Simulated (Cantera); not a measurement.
Input (Python, Cantera) and output of one run.

```python
import numpy as np
import cantera as ct

gas_names = """
    Fe FeO Fe(OH)2 H HO2 H2 H2O H2O2 O OH O2 O3
""".split()
cond_names = """
    Fe(a) Fe(c) Fe(d) Fe(L) FeO(s) FeO(L) Fe(OH)2(s) Fe(OH)3(s) Fe2O3(s) Fe3O4(s) H2O(s) H2O(L)
""".split()


# ... load() reads the species with a 1 bar reference pressure and builds the phases ...
atoms = {
    'Fe3O4': {'Fe': 3, 'O': 4},
    'H2': {'H': 2},
    'H2O': {'H': 2, 'O': 1},
}
top_T = {'Fe2O3(s)': 1830, 'Fe3O4(s)': 1870}  # K; cautious upper limits of use, not melting points


# ... equilibrate(T, P, feed) seeds the gas with the atoms and calls Mixture.equilibrate('TP', solver="vcs", rtol=1e-11, max_steps=5000) ...
results = []
T = 1225  # K
P = 100000  # Pa
for m in [8.8, 15, 21, 27, 33, 39, 45, 51, 57, 63, 69]:
    feed = {'Fe3O4': 1, 'H2': m, 'H2O': 0.18}  # mol
    mix = equilibrate(T, P, feed)
    results.append((T, P, feed, dict(zip(mix.species_names, mix.species_moles))))

top = {s: max(r[3][s] / sum(r[3][g] for g in gas_names) for r in results) for s in gas_names}
cols = sorted((s for s in top if top[s] > 0.001), key=lambda s: -top[s])[:7]
seen = [c for c in cond_names if any(r[3].get(c, 0) > 1e-12 for r in results)]
print("log10 of partial pressures in bar; condensed amounts in mol")
print(f"{'n(H2)':>10s}" + "".join(f"{s[:9]:>10s}" for s in cols + seen))
for T, P, feed, n in results:
    ng = sum(n[g] for g in gas_names)
    print(f"{feed['H2']:10.4g}" + "".join(f"{np.log10(max(n[s] / ng * P / 1e5, 1e-99)):10.3f}" for s in cols)
          + "".join(f"{n.get(c, 0):10.4g}" for c in seen))
```

It prints:

```
log10 of partial pressures in bar; condensed amounts in mol
     n(H2)        H2       H2O     Fe(c)    FeO(s)
       8.8    -0.111    -0.648    0.8389     2.161
        15    -0.111    -0.648     2.233    0.7673
        21    -0.095    -0.705         3         0
        27    -0.073    -0.813         3         0
        33    -0.058    -0.900         3         0
        39    -0.049    -0.972         3         0
        45    -0.042    -1.034         3         0
        51    -0.037    -1.088         3         0
        57    -0.033    -1.136         3         0
        63    -0.030    -1.179         3         0
        69    -0.027    -1.219         3         0
```

Method: chemical equilibrium by Gibbs-energy minimisation in Cantera with the NASA 1993 tables (ideal gas, pure condensed phases). Mutual solubility and eutectic melting of coexisting phases are not modelled. The tables' stoichiometric FeO is somewhat more stable than real wüstite, so its field is too wide. FeO: taken at fixed stoichiometry.
